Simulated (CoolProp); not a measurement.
Saturated liquid density (kg/m³) of n-perfluorohexane: the reference equation beside estimates from Tc = 448.0 K, pc = 1.742 MPa, ω = 0.497. Rackett uses Z = 0.29056 − 0.08775 ω.

Computed with CoolProp (reference Helmholtz-energy equation of state, Gao 2022).

```tsv
T (K)	reference	Rackett	van der Waals	Soave-Redlich-Kwong
327.5	1587	1673	877.0	1370
330.1	1579	1663	872.1	1362
332.7	1571	1653	867.2	1353
335.2	1563	1644	862.4	1345
337.8	1554	1633	857.3	1336
340.4	1545	1623	852.2	1327
342.9	1537	1613	847.1	1318
345.5	1528	1602	841.9	1309
348	1520	1592	836.7	1300
350.6	1511	1581	831.3	1290
353.2	1501	1570	825.8	1280
355.7	1492	1559	820.5	1270
```

Absolute difference from the reference over all 12 rows, mean and median: Rackett 5.0 and 5.0 %, van der Waals 44.9 and 44.9 %, Soave-Redlich-Kwong 14.2 and 14.2 %.
